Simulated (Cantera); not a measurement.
Charge: 1 mol Si, 12 mol HBr, 0.28 mol N2, at 800 Pa.

These are equilibrium values from Cantera (NASA tables, ideal gas, pure condensed phases), not measurements of a reactor. Candidate condensed phases: Br2, Si, Si3N4; 28 gas species. The numbers say what is thermodynamically allowed, not how fast it happens.

Q: At 825 K, list the 4 most abundant gas species with their mole fractions, and the condensed phases.

A: HBr 0.709, H2 0.177, SiBr4 0.0886, N2 0.0248. Condensed: gas only.
